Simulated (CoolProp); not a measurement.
Vapour-liquid equilibrium of methanol (1) + dimethyl carbonate (2) at 352 kPa; x and y are mole fractions of (1).

The numbers come from the multi-fluid Helmholtz-energy mixture model, de Reuck 1993 and Zhou 2011; pair parameters Bell 2016 in CoolProp.

```json
[
 {"x": "0.05", "bubble temperature (K)": "400.2", "y at the bubble point": "0.199", "dew temperature at overall composition x (K)": "406.2", "liquid density (mol/L)": "10.46"},
 {"x": "0.125", "bubble temperature (K)": "392.2", "y at the bubble point": "0.381", "dew temperature at overall composition x (K)": "403.2", "liquid density (mol/L)": "11.02"},
 {"x": "0.2", "bubble temperature (K)": "386.8", "y at the bubble point": "0.495", "dew temperature at overall composition x (K)": "400.1", "liquid density (mol/L)": "11.59"},
 {"x": "0.275", "bubble temperature (K)": "383.0", "y at the bubble point": "0.572", "dew temperature at overall composition x (K)": "396.9", "liquid density (mol/L)": "12.18"},
 {"x": "0.35", "bubble temperature (K)": "380.3", "y at the bubble point": "0.628", "dew temperature at overall composition x (K)": "393.6", "liquid density (mol/L)": "12.81"},
 {"x": "0.425", "bubble temperature (K)": "378.3", "y at the bubble point": "0.672", "dew temperature at overall composition x (K)": "390.1", "liquid density (mol/L)": "13.50"},
 {"x": "0.5", "bubble temperature (K)": "376.8", "y at the bubble point": "0.708", "dew temperature at overall composition x (K)": "386.6", "liquid density (mol/L)": "14.25"},
 {"x": "0.575", "bubble temperature (K)": "375.6", "y at the bubble point": "0.741", "dew temperature at overall composition x (K)": "382.9", "liquid density (mol/L)": "15.08"},
 {"x": "0.65", "bubble temperature (K)": "374.7", "y at the bubble point": "0.773", "dew temperature at overall composition x (K)": "379.3", "liquid density (mol/L)": "16.01"},
 {"x": "0.725", "bubble temperature (K)": "373.9", "y at the bubble point": "0.806", "dew temperature at overall composition x (K)": "376.2", "liquid density (mol/L)": "17.05"},
 {"x": "0.8", "bubble temperature (K)": "373.3", "y at the bubble point": "0.843", "dew temperature at overall composition x (K)": "374.0", "liquid density (mol/L)": "18.23"},
 {"x": "0.875", "bubble temperature (K)": "372.9", "y at the bubble point": "0.889", "dew temperature at overall composition x (K)": "373.0", "liquid density (mol/L)": "19.56"},
 {"x": "0.95", "bubble temperature (K)": "372.8", "y at the bubble point": "0.948", "dew temperature at overall composition x (K)": "372.8", "liquid density (mol/L)": "21.07"}
]
```

y crosses x between x = 0.875 and 0.95: the model has an azeotrope there.

Pair parameters are fitted to limited data, so mixtures are less certain than the pure fluids.
